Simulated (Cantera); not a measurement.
Cantera run, input and output.

```python
import numpy as np
import cantera as ct

gas = ct.Solution("gri30.yaml")
gas.TPX = 700, 100000, {'CO': 1, 'H2': 0.91, 'O2': 0.868, 'N2': 3.26}
flame = ct.FreeFlame(gas, width=0.04)
flame.set_refine_criteria(ratio=3, slope=0.08, curve=0.16)
flame.transport_model = "unity-Lewis-number"
flame.solve(loglevel=0, auto=True)
z, T = flame.grid, flame.T
thick = (T[-1] - T[0]) / np.gradient(T, z).max()
show = ['CO', 'H2', 'O2', 'OH', 'O', 'H2O']
print(f"laminar burning velocity  {flame.velocity[0] * 100:.3f} cm/s")
print(f"burnt temperature         {T[-1]:.1f} K")
print(f"thermal thickness         {thick * 1e3:.4f} mm")
print(f"grid points               {len(z)}")
z0 = z[flame.heat_release_rate.argmax()]
print(f"{'z/mm':>9s}{'T/K':>9s}{'u/(m/s)':>9s}" + "".join(f"{s:>11s}" for s in show))
rows = []
for k in (-3, -2, -1.5, -1, -0.5, -0.25, 0, 0.25, 0.5, 1, 2, 4, 8):
    zz = z0 + k * thick
    rows.append([k * thick, np.interp(zz, z, T), np.interp(zz, z, flame.velocity),
                 *(np.interp(zz, z, flame.X[gas.species_index(s)]) for s in show)])
    print(f"{rows[-1][0] * 1e3:9.3f}{rows[-1][1]:9.1f}{rows[-1][2]:9.3f}" + "".join(f"{x:11.3e}" for x in rows[-1][3:]))
```

Output:

```
laminar burning velocity  409.015 cm/s
burnt temperature         2545.5 K
thermal thickness         0.4451 mm
grid points               151
     z/mm      T/K  u/(m/s)         CO         H2         O2         OH          O        H2O
   -1.335    700.0    4.090  1.656e-01  1.507e-01  1.438e-01  7.222e-15  2.728e-14  4.126e-09
   -0.890    700.0    4.090  1.656e-01  1.507e-01  1.438e-01  3.342e-13  3.138e-12  1.923e-07
   -0.668    700.0    4.090  1.656e-01  1.507e-01  1.438e-01  3.881e-12  6.419e-11  1.093e-06
   -0.445    700.2    4.091  1.656e-01  1.507e-01  1.437e-01  4.448e-10  9.377e-09  1.977e-05
   -0.223    714.1    4.169  1.654e-01  1.495e-01  1.429e-01  2.379e-06  6.303e-06  1.346e-03
   -0.111    860.9    4.980  1.623e-01  1.338e-01  1.336e-01  3.004e-04  3.710e-04  1.725e-02
    0.000   1284.5    7.238  1.447e-01  5.940e-02  8.915e-02  3.931e-03  7.402e-03  8.136e-02
    0.111   1581.2    8.737  1.175e-01  2.187e-02  5.385e-02  8.979e-03  1.645e-02  1.132e-01
    0.223   1739.1    9.504  9.924e-02  2.111e-02  4.278e-02  1.158e-02  1.704e-02  1.153e-01
    0.445   1911.1   10.310  8.562e-02  2.215e-02  3.512e-02  1.396e-02  1.489e-02  1.185e-01
    0.890   2079.4   11.067  8.056e-02  2.037e-02  3.045e-02  1.515e-02  1.134e-02  1.269e-01
    1.780   2236.8   11.753  7.568e-02  1.734e-02  2.603e-02  1.501e-02  7.810e-03  1.362e-01
    3.561   2375.0   12.341  6.886e-02  1.436e-02  2.128e-02  1.385e-02  5.049e-03  1.443e-01
```

Model: GRI-Mech 3.0 (53 species, 325 reactions), integrated in Cantera. Unity Lewis numbers drop preferential diffusion, which matters most where H2 and H carry the flame. Burning velocities carry a grid error of a few per cent, more on coarse grids.
